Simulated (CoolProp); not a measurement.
Model: reference Helmholtz-energy equation of state, Aleksandrov 2011, in CoolProp. It is a short technical equation, of lower accuracy than the large ones.

Problem. For n-undecane, give the phase and the Z, cp (kJ/(kg K)) at 589.7 K and 6.53 MPa.

Solution. 
- 589.7 K and 6.53 MPa: liquid; Z 0.412, cp 3.30
